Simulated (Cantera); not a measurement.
A perfectly stirred reactor is fed with H2 : O2 : N2 = 1 : 0.781 : 2.94 (molar parts), equivalence ratio 0.64, at 0.380 bar; it is adiabatic with a 375 K inlet, and is followed from long to short residence time, starting on the burning branch (τ in s: 0.092, 0.04, 0.017, 0.0076, 0.0033, 0.0014, 0.00063, 0.00027, 0.00012, 5.2e-05).

Detailed kinetics in Cantera: the H2/O2 subset of GRI-Mech 3.0, which has no nitrogen chemistry.

One state of this run: T (K) = 1303; x H2 = 0.0336; x O2 = 0.0820; x OH = 0.00608; x O = 0.0111; x HO2 = 3.02e-5; x H2O = 0.170; x H = 0.0366. x: mole fraction; the columns are a selection and need not sum to one.

**Question.** Which value of τ (s) does it belong to?
A. 0.0014
B. 0.00012
C. 0.0076
D. 0.017

**Answer.** B, 0.00012
